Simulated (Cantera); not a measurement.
A closed system holds: 1 mol Si3N4, 0.0029 mol H2O, 190 mol N2, equilibrated at 2.80e-5 bar.

Equilibrium computed with Cantera from the NASA thermochemical tables; the gas is ideal and each condensed phase is pure. Candidate condensed phases: H2O, Si, SiO2, Si2N2O, Si3N4; 35 gas species. The numbers say what is thermodynamically allowed, not how fast it happens.

Over these rows the condensed part is Si3N4(s). Partial pressures as log10 of bar:

| T (K) | 1000/T (1/K) | log p Si | log p N2 |
|---|---|---|---|
| 1348 | 0.7418 | -10.54 | -4.55 |
| 1373 | 0.7283 | -10.05 | -4.55 |
| 1398 | 0.7153 | -9.58 | -4.55 |
| 1423 | 0.7027 | -9.13 | -4.55 |
| 1448 | 0.6906 | -8.69 | -4.55 |
| 1473 | 0.6789 | ? | -4.55 |

Question: Fit log p(Si) = a + b·(1000/T) to the five rows, give the apparent enthalpy, and predict the row at 1473 K.

Answer: Means: 1000/T = 0.7157, log p = -9.598. Sxy = -0.059163, Sxx = 0.0016391, so b = -36.09 and a = -9.598 − (-36.09)×0.7157 = 16.23.
Apparent enthalpy: −19.145 × (-36.09) = 691 kJ/mol. With the condensed phases at unit activity, 1/3 Si3N4(s) = Si(g) + 2/3 N2(g) links this pressure to the main gases: over the six rows their terms move log p by +0.00 in all, so the slope is close to that reaction's ΔH°. The five rows lie within 0.01 of the line.
Prediction at 1473 K: 16.23 + (-36.09)×0.6789 = -8.27. The computed value is -8.27, 0.00 from the line.
